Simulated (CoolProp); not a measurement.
Acetone along the isotherm 471.8 K: density (kg/m³) from the reference equation and from simpler models built on Tc = 508.1 K, pc = 46.92 bar, ω = 0.307; each cubic takes its own stable root.

The numbers come from the reference Helmholtz-energy equation of state, Lemmon 2006 in CoolProp. It is a short technical equation, of lower accuracy than the large ones.

```json
[
 {"p (bar)": "52.1", "phase": "liquid", "reference": "544.5"},
 {"p (bar)": "104", "phase": "liquid", "reference": "576.0"},
 {"p (bar)": "156", "phase": "liquid", "reference": "597.4"},
 {"p (bar)": "209", "phase": "liquid", "reference": "614.3"},
 {"p (bar)": "261", "phase": "liquid", "reference": "628.1"},
 {"p (bar)": "313", "phase": "liquid", "reference": "639.9"},
 {"p (bar)": "365", "phase": "liquid", "reference": "650.3"},
 {"p (bar)": "417", "phase": "liquid", "reference": "659.7"},
 {"p (bar)": "469", "phase": "liquid", "reference": "668.2"}
]
```

Problem. How far does each simpler model (Soave-Redlich-Kwong, Peng-Robinson) lie from the reference over these 9 states: mean and median of the absolute difference, and the worst?

Solution. 
- Soave-Redlich-Kwong: mean 21.0 %, median 20.2 %, worst -25.6 % at 471.8 K and 52.1 bar
- Peng-Robinson: mean 11.5 %, median 10.8 %, worst -16.2 % at 471.8 K and 52.1 bar
